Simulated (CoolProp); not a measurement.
Vapour-liquid equilibrium of R125 (1) + R1234yf (2) at 0.0263 MPa; x and y are mole fractions of (1).

Model: multi-fluid Helmholtz-energy mixture model, Lemmon 2005 and Lemmon 2022; pair parameters Bell 2023, in CoolProp.

```
x     bubble temperature, mixture model (K)  bubble temperature, Raoult's law (K)  y, mixture model  y, Raoult's law
----  -------------------------------------  ------------------------------------  ----------------  ---------------
0.05                                  215.6                                 215.6             0.119            0.118
0.15                                  213.2                                 213.3             0.313            0.313
0.25                                  211.2                                 211.3             0.463            0.465
0.35                                  209.4                                 209.5             0.583            0.586
0.45                                  207.7                                 207.8             0.680            0.684
0.55                                  206.3                                 206.3             0.761            0.765
0.65                                  204.9                                 205.0             0.829            0.833
0.75                                  203.7                                 203.7             0.887            0.890
0.85                                  202.6                                 202.6             0.937            0.939
0.95                                  201.5                                 201.5             0.980            0.981
```

The largest gap from Raoult's law is -0.1 K in bubble temperature, at x = 0.25. No azeotrope shows between x = 0.05 and 0.95.

The pair parameters rest on a limited set of measurements; away from them the model extrapolates.
